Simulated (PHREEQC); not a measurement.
A column of 0.5 m (40 cells, dispersivity 0.04 m, 300 s a shift, diffusion coefficient 3e-10 m²/s) holds 0.0009 eq of the database's cation exchanger X per kg of pore water, first in equilibrium with 0.0017 mol/kgw (NH4)2SO4, 0.072 mol/kgw MnCl2 and 1e-05 mol/kgw HCl. It is flushed with 0.00052 mol NH4Cl and 1e-05 mol HCl per kg of water, at 15 °C. Values are for the last cell. No CO2 enters from the air. Precipitation was switched off in this run.

Computed with PHREEQC (ion-association model, phreeqc.dat).

| pore volumes | S in solution (mol/kgw) | Mn in solution (mol/kgw) | Cl in solution (mol/kgw) | NH4 in solution (mol/kgw) | NH4X on the exchanger (mol/kgw) |
|---|---|---|---|---|---|
| 0 | 0.00170 | 0.0720 | 0.144 | 0.00340 | 2.77e-5 |
| 0.4125 | 0.00168 | 0.0710 | 0.142 | 0.00336 | 2.75e-5 |
| 0.8125 | 0.00108 | 0.0459 | 0.0920 | 0.00237 | 2.37e-5 |
| 1.212 | 0.000416 | 0.0176 | 0.0356 | 0.00123 | 1.93e-5 |
| 1.613 | 0.000127 | 0.00537 | 0.0112 | 0.000718 | 2.00e-5 |
| 1.812 | 6.70e-5 | 0.00285 | 0.00618 | 0.000604 | 2.30e-5 |
| 2.212 | 1.80e-5 | 0.000790 | 0.00205 | 0.000492 | 3.51e-5 |
| 2.612 | 4.67e-6 | 0.000240 | 0.000924 | 0.000444 | 5.66e-5 |
| 3.013 | 1.19e-6 | 9.69e-5 | 0.000631 | 0.000429 | 8.46e-5 |
| 3.413 | 3.02e-7 | 5.51e-5 | 0.000555 | 0.000436 | 0.000112 |
| 3.812 | 7.61e-8 | 3.88e-5 | 0.000536 | 0.000449 | 0.000135 |
| 4.213 | 1.91e-8 | 3.04e-5 | 0.000532 | 0.000461 | 0.000155 |
| 4.412 | 9.60e-9 | 2.75e-5 | 0.000531 | 0.000466 | 0.000164 |
| 4.812 | 2.41e-9 | 2.33e-5 | 0.000530 | 0.000474 | 0.000179 |
| 5.213 | 6.05e-10 | 2.02e-5 | 0.000530 | 0.000480 | 0.000193 |
| 5.612 | 1.52e-10 | 1.79e-5 | 0.000530 | 0.000484 | 0.000205 |
| 6.013 | 3.81e-11 | 1.61e-5 | 0.000530 | 0.000488 | 0.000216 |

Complexes and solids missing from the database can't appear.
